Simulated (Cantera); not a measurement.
Cantera run:

```python
import numpy as np
import cantera as ct

gas_names = """
    CL CL2 N N2 Si SiCL SiCL2 SiCL3 SiCL4 SiN Si2 Si2N Si3
""".split()
cond_names = """
    Si(cr) Si(L) Si3N4(a)
""".split()


# ... load() reads the species with a 1 bar reference pressure and builds the phases ...
atoms = {
    'SiCl4': {'Si': 1, 'CL': 4},
    'Cl2': {'CL': 2},
    'N2': {'N': 2},
}
top_T = {'Si3N4(a)': 2400}  # K; cautious upper limits of use, not melting points


# ... equilibrate(T, P, feed) seeds the gas with the atoms and calls Mixture.equilibrate('TP', solver="vcs", rtol=1e-11, max_steps=5000) ...
results = []
T = 1373  # K
P = 65000  # Pa
for m in [6.4, 9.1, 13, 18, 26, 36, 51, 72, 100, 140]:
    feed = {'SiCl4': 1, 'Cl2': 0.97, 'N2': m}  # mol
    mix = equilibrate(T, P, feed)
    results.append((T, P, feed, dict(zip(mix.species_names, mix.species_moles))))
    x = sorted(zip(gas.X, gas.species_names), reverse=True)
    print(f"T = {T:g} K  P = {P:g} Pa  n(N2) = {m:g} mol  gas = {mix.phase_moles(0):.4g} mol")
    print("   x: " + "  ".join(f"{s} {v:.3e}" for v, s in x if v > 0.0001))
    print("   condensed (mol): " + ("  ".join(f"{mix.phase(i).name} {mix.phase_moles(i):.4g}"
          for i in range(1, mix.n_phases) if mix.phase_moles(i) > 1e-12) or "none"))
```

It prints:

```
T = 1373 K  P = 65000 Pa  n(N2) = 6.4 mol  gas = 8.41 mol
   x: N2 7.610e-01  SiCL4 1.189e-01  CL2 1.106e-01  CL 9.484e-03
   condensed (mol): none
T = 1373 K  P = 65000 Pa  n(N2) = 9.1 mol  gas = 11.12 mol
   x: N2 8.187e-01  SiCL4 8.996e-02  CL2 8.315e-02  CL 8.223e-03
   condensed (mol): none
T = 1373 K  P = 65000 Pa  n(N2) = 13 mol  gas = 15.02 mol
   x: N2 8.653e-01  SiCL4 6.656e-02  CL2 6.105e-02  CL 7.046e-03
   condensed (mol): none
T = 1373 K  P = 65000 Pa  n(N2) = 18 mol  gas = 20.03 mol
   x: N2 8.986e-01  SiCL4 4.992e-02  CL2 4.539e-02  CL 6.075e-03
   condensed (mol): none
T = 1373 K  P = 65000 Pa  n(N2) = 26 mol  gas = 28.04 mol
   x: N2 9.272e-01  SiCL4 3.566e-02  CL2 3.204e-02  CL 5.105e-03
   condensed (mol): none
T = 1373 K  P = 65000 Pa  n(N2) = 36 mol  gas = 38.05 mol
   x: N2 9.461e-01  SiCL4 2.628e-02  CL2 2.331e-02  CL 4.354e-03
   condensed (mol): none
T = 1373 K  P = 65000 Pa  n(N2) = 51 mol  gas = 53.07 mol
   x: N2 9.610e-01  SiCL4 1.884e-02  CL2 1.645e-02  CL 3.658e-03
   condensed (mol): none
T = 1373 K  P = 65000 Pa  n(N2) = 72 mol  gas = 74.08 mol
   x: N2 9.719e-01  SiCL4 1.350e-02  CL2 1.156e-02  CL 3.066e-03
   condensed (mol): none
T = 1373 K  P = 65000 Pa  n(N2) = 100 mol  gas = 102.1 mol
   x: N2 9.794e-01  SiCL4 9.794e-03  CL2 8.209e-03  CL 2.584e-03
   condensed (mol): none
T = 1373 K  P = 65000 Pa  n(N2) = 140 mol  gas = 142.1 mol
   x: N2 9.851e-01  SiCL4 7.036e-03  CL2 5.745e-03  CL 2.161e-03
   condensed (mol): none
```

Method: chemical equilibrium by Gibbs-energy minimisation in Cantera with the NASA 1993 tables (ideal gas, pure condensed phases).
